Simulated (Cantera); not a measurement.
Input: 1 mol SiHCl3, a varied amount of N2, equilibrated at 1425 K and 74.3 Torr.

Cantera equilibrium calculation (NASA polynomials, part measured and part estimated; ideal gas, pure solids and liquids). Candidate condensed phases: NH4Cl, Si, Si3N4; 28 gas species. N2 is the only nitrogen source here; it is nearly inert below about 1500 K, so the nitride shown seldom forms there in practice. The tables' values for SiCl3 are old estimates; treat these amounts as uncertain. The numbers say what is thermodynamically allowed, not how fast it happens.

x: gas mole fraction; n: condensed amount in mol.

```csv
n(N2) (mol),x N2,x HCl,x SiCl4,x H2,x SiCl3,x SiCl2,n Si3N4(s)
3.4,0.677,0.171,0.100,0.0220,0.0170,0.0113,0.134
5.4,0.773,0.123,0.0680,0.0133,0.0124,0.00889,0.135
8.6,0.846,?,?,?,0.00886,?,0.135
14,0.900,0.0569,0.0275,0.00423,0.00613,0.00538,0.134
22,0.934,0.0381,0.0173,0.00237,0.00430,0.00421,0.132
34,0.956,?,?,?,0.00303,?,0.130
55,0.972,0.0163,0.00642,0.000703,0.00203,0.00253,0.127
86,0.982,0.0107,0.00388,0.000384,0.00139,0.00196,0.122
140,0.989,0.00667,0.00221,0.000199,0.000911,0.00148,0.116
```

Q: Complete the blanks.

A: 
- 8.6, x HCl: 0.0858
- 8.6, x SiCl4: 0.0443
- 8.6, x H2: 0.00773
- 8.6, x SiCl2: 0.00697
- 34, x HCl: 0.0256
- 34, x SiCl4: 0.0109
- 34, x H2: 0.00134
- 34, x SiCl2: 0.00331
